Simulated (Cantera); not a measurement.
A freely propagating, adiabatic, planar premixed flame of CO : H2 : O2 : N2 : H2O = 1 : 0.036 : 0.518 : 2.33 : 0.8 (molar parts), equivalence ratio 1.0, unburnt at 575 K and 410000 Pa; mixture-averaged transport, grid criteria slope 0.08 and curve 0.16, no radiation.

Model: GRI-Mech 3.0 (53 species, 325 reactions), integrated in Cantera. The hydrogen kinetics of GRI-Mech 3.0 are dated; newer H2 mechanisms differ, most at raised pressure. Burning velocities carry a grid error of a few per cent, more on coarse grids.

Problem. What does this change do: CO 1 to 0.78 parts?

Solution. 
```tsv
quantity	before	after
laminar burning velocity	67.0 cm/s	40.9 cm/s
thermal thickness	0.166 mm	0.212 mm
peak x(HO2)	0.000392	0.000284
```

Problem. What does this change do: inlet temperature 575 to 500 K?

Solution. 
| quantity | before | after |
|---|---|---|
| laminar burning velocity | 67.0 cm/s | 49.3 cm/s |
| thermal thickness | 0.166 mm | 0.175 mm |
| peak x(HO2) | 0.000392 | 0.000375 |
